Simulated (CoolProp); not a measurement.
Properties of oxygen along the isobar 29.7 MPa (Tc = 154.6 K, pc = 5.046 MPa, ω = 0.022).

Computed with CoolProp (reference Helmholtz-energy equation of state, Schmidt 1985). Above 300 K oxygen's equation is extrapolated.

| T (K) | phase | Z | cp (kJ/(kg K)) | cv (kJ/(kg K)) | speed of sound (m/s) | isothermal compressibility (1/MPa) | Prandtl number |
|---|---|---|---|---|---|---|---|
| 89.3 | liquid | 1.067 | 1.607 | 0.9831 | 1028 | 0.001289 | 2.42 |
| 120.6 | liquid | 0.8833 | 1.608 | 0.8871 | 845.6 | 0.002362 | 1.64 |
| 152 | liquid | 0.8035 | 1.656 | 0.8231 | 679.0 | 0.004662 | 1.40 |
| 183.3 | supercritical | 0.7921 | 1.716 | 0.7812 | 542.1 | 0.009494 | 1.30 |
| 214.7 | supercritical | 0.8330 | 1.692 | 0.7524 | 454.6 | 0.01703 | 1.20 |
| 246.1 | supercritical | 0.8970 | 1.546 | 0.7301 | 418.2 | 0.02339 | 1.08 |
| 277.4 | supercritical | 0.9548 | 1.391 | 0.7151 | 411.0 | 0.02669 | 0.972 |
| 308.8 | supercritical | 0.9982 | 1.279 | 0.7069 | 415.9 | 0.02820 | 0.907 |
| 340.1 | supercritical | 1.029 | 1.205 | 0.7041 | 425.5 | 0.02893 | 0.860 |
| 371.5 | supercritical | 1.050 | 1.156 | 0.7050 | 436.8 | 0.02933 | 0.829 |

Viscosity comes from a separate model (Lemmon 2004). Thermal conductivity comes from a separate model (Lemmon 2004).
